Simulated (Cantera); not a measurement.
Input: 1 mol CuO, 0.48 mol H2, at 1 atm.

Method: chemical equilibrium by Gibbs-energy minimisation in Cantera with the NASA 1993 tables (ideal gas, pure condensed phases). Candidate condensed phases: Cu, CuO, Cu(OH)2, Cu2O, H2O; 12 gas species. The numbers say what is thermodynamically allowed, not how fast it happens. All values below are at 950 °C.

Base state: H2O 0.980, O2 0.0204 (mole fractions); condensed: Cu2O(s).

What changes in the equilibrium state with this change: CuO replaced by Cr2O3?


```tsv
species	before	after
H2	1.38e-7	1.000
H2O	0.980	0.000130
O2	0.0204	<1e-9
Cu2O(s), mol	0.500	0
Cr2O3(s), mol	0	1.000
```
Further candidate phases: Cr, Cr2O3.
